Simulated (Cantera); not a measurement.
## Equilibrium for thermal oxidation and active oxidation of silicon: Si + N₂O + N₂

A closed system holds: 1 mol Si, 0.019 mol N₂O, 240 mol N₂, held at 0.143 Torr.

Cantera equilibrium calculation (NASA polynomials, part measured and part estimated; ideal gas, pure solids and liquids). Candidate condensed phases: Si, SiO₂, Si₂N₂O, Si₃N₄; 16 gas species. Mutual solubility and eutectic melting of coexisting phases are not modelled. The numbers say what is thermodynamically allowed, not how fast it happens.

```tsv
T (°C)	x N₂	x SiO	x Si	x SiN	n Si₂N₂O(s)	n Si₃N₄(s)
900	1.00	6.60e-9	4.15e-12	<1e-12	0.0190	0.321
950	1.00	7.61e-8	7.63e-11	5.75e-12	0.0190	0.321
1000	1.000	7.21e-7	1.11e-9	6.15e-11	0.0188	0.321
1050	1.000	5.74e-6	1.32e-8	5.50e-10	0.0176	0.321
1100	1.000	3.92e-5	1.31e-7	4.18e-9	0.00961	0.324
1150	1.000	7.94e-5	1.10e-6	2.75e-8	0	0.327
1200	1.000	7.94e-5	7.96e-6	1.58e-7	0	0.326
1250	1.000	7.94e-5	5.06e-5	8.14e-7	0	0.323
```
x: gas mole fraction; n: condensed amount in mol.

From 900 °C to 1100 °C the condensed part is Si₂N₂O(s) + Si₃N₄(s). From 1150 °C to 1250 °C the condensed part is Si₃N₄(s).
